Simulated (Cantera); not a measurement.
A closed system holds: 1 mol BF3, 0.081 mol O2, 0.29 mol N2, equilibrated at 1002 °C and 713 Torr.

Method: chemical equilibrium by Gibbs-energy minimisation in Cantera with the NASA 1993 tables (ideal gas, pure condensed phases). Candidate condensed phases: B, BN, B2O3; 31 gas species. Equilibrium is a limit: real reactors are often held back by kinetics, nucleation or transport.

Base state: BF3 0.729, N2 0.211, O2 0.0590, NO 9.21e-5 (mole fractions); condensed: gas only.

Q: What changes in the equilibrium state with this change: temperature from 1002 °C to 1775 °C?

A: 
```tsv
species	before	after
BF3	0.729	0.726
N2	0.211	0.210
O2	0.0590	0.0570
F	8.66e-7	0.00269
NO	9.21e-5	0.00234
O	2.78e-8	0.000235
BOF	1.68e-7	0.00127
BOF2	5.29e-7	0.000150
```
